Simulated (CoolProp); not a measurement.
Vapour-liquid equilibrium of R13 (1) + propylene (2) at 7.9 bar; x and y are mole fractions of (1).

Computed with CoolProp (multi-fluid Helmholtz-energy mixture model, Platzer 1990 and Lemmon 2013; pair parameters Bell 2016). This equation is an older, rougher fit; its heat capacities, sound speeds and derivatives of the liquid may be far off and weren't checked against measurements.

Q: Give the bubble temperature and the first vapour's composition at x = 0.05, 0.5, 0.65. Is there an azeotrope?

A: x = 0.05: 277.6 K, y = 0.175; x = 0.5: 251.6 K, y = 0.756; x = 0.65: 247.8 K, y = 0.830. No azeotrope shows between x = 0.05 and 0.95.

Pair parameters are fitted to limited data, so mixtures are less certain than the pure fluids.
